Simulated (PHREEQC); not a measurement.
Solution (25 °C): 0.0066 mol HF, 0.00043 mol (NH4)2SiF6, 0.0064 mol H3AsO4 and 3.5e-05 mol HCl per kg of water. Closed to the air; pH follows from the charge balance.

Model: ion-association model, wateq4f.dat, run in PHREEQC.

Q: The ionic strength comes out as 0.00587 mol/kgw. What activity coefficients do F-, H+, NH4+, SiF6-2, Cl- get?

A: F- 0.92, H+ 0.93, NH4+ 0.92, SiF6-2 0.73, Cl- 0.92.

No solid was allowed to form. SiF6-2 is the database's only silicon fluoride.
